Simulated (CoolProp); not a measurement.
Cyclohexane along the isotherm 620 K: Z from the reference equation and from simpler models built on Tc = 553.6 K, pc = 4.081 MPa, ω = 0.209; each cubic takes its own stable root.

Computed with CoolProp (reference Helmholtz-energy equation of state, Zhou 2014).

```csv
p (MPa),phase,reference
0.0194,gas,0.9989
0.0292,gas,0.9983
0.0441,gas,0.9974
0.0665,gas,0.9961
0.1,gas,0.9942
0.151,gas,0.9912
0.228,gas,0.9867
0.344,gas,0.9798
0.519,gas,0.9694
0.783,gas,0.9534
1.18,gas,0.9288
1.78,gas,0.8903
2.69,gas,0.8283
4.06,gas,0.7256
6.12,supercritical,0.5494
```

How far does each simpler model (Redlich-Kwong, Soave-Redlich-Kwong) lie from the reference over these 15 states: mean and median of the absolute difference, and the worst?


- Redlich-Kwong: mean 0.4 %, median 0.1 %, worst -2.6 % at 620 K and 6.12 MPa
- Soave-Redlich-Kwong: mean 0.7 %, median 0.0 %, worst +6.4 % at 620 K and 6.12 MPa
